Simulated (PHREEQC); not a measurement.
HCl is added in steps, without added water, to 1 kg of water holding 0.0033 mol HF, 0.0042 mol NH4HF2 and 1.8e-06 mol H4SiO4, at 20 °C. Oxygen alone is held at its pressure in air (log pO2 = -0.68). CO2 from the air is kept out. Solids allowed: SiO2(a). Others were left out.

Base run: PHREEQC, ion-association model, wateq4f.dat. Each further column changes one thing. The table gives F- (mol/kgw).

| HCl added (mol) | base | Debye-Hückel limiting law | metal-ligand complexes left out | database phreeqc.dat | all activity coefficients set to 1 |
|---|---|---|---|---|---|
| 0 | 0.00510 | 0.00511 | 0.00510 | 0.00512 | 0.00499 |
| 0.00375 | 0.00285 | 0.00288 | 0.00285 | 0.00290 | 0.00267 |
| 0.00625 | 0.00195 | 0.00199 | 0.00195 | 0.00201 | 0.00175 |
| 0.01 | 0.00124 | 0.00128 | 0.00124 | 0.00129 | 0.00105 |
| 0.01375 | 0.000886 | 0.000926 | 0.000886 | 0.000933 | 0.000725 |
| 0.01625 | 0.000744 | 0.000783 | 0.000744 | 0.000785 | 0.000597 |
| 0.02 | 0.000600 | 0.000639 | 0.000600 | 0.000636 | 0.000470 |
| 0.02375 | 0.000504 | 0.000543 | 0.000504 | 0.000535 | 0.000386 |
| 0.02625 | 0.000457 | 0.000495 | 0.000457 | 0.000485 | 0.000345 |
| 0.03 | 0.000400 | 0.000439 | 0.000400 | 0.000425 | 0.000298 |
| 0.03375 | 0.000357 | 0.000395 | 0.000357 | 0.000380 | 0.000261 |
| 0.03625 | 0.000334 | 0.000372 | 0.000334 | 0.000355 | 0.000242 |
| 0.04 | 0.000304 | 0.000342 | 0.000304 | 0.000323 | 0.000217 |

wateq4f.dat counts part of the HF as a dimer, H2F2, which phreeqc.dat doesn't know; its constant is uncertain. SiF6-2 is the database's only silicon fluoride. phreeqc.dat and wateq4f.dat share most of their constants, so their agreement is no independent check.
